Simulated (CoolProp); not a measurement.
1000 sccm (0 °C, 1 atm) of nitrogen bubbles through liquid o-xylene at 301.8 K and leaves saturated at a total pressure of 0.0158 MPa (ideal gas phase). Each further row changes one setting.

Values from CoolProp's reference Helmholtz-energy equation of state, Zhou 2012.

| case | vapour pressure (kPa) | mole fraction of vapour | delivery (mg/min) | delivery (sccm) | change of delivery for a bath 1 K warmer (%) |
|---|---|---|---|---|---|
| as stated | 1.11 | 0.0701 | 357 | 75.4 | 6.3 |
| bath temperature 306.8 K | 1.47 | 0.0928 | 484 | 102 | 6.2 |
| total pressure 0.0316 MPa | 1.11 | 0.0350 | 172 | 36.3 | 6.1 |
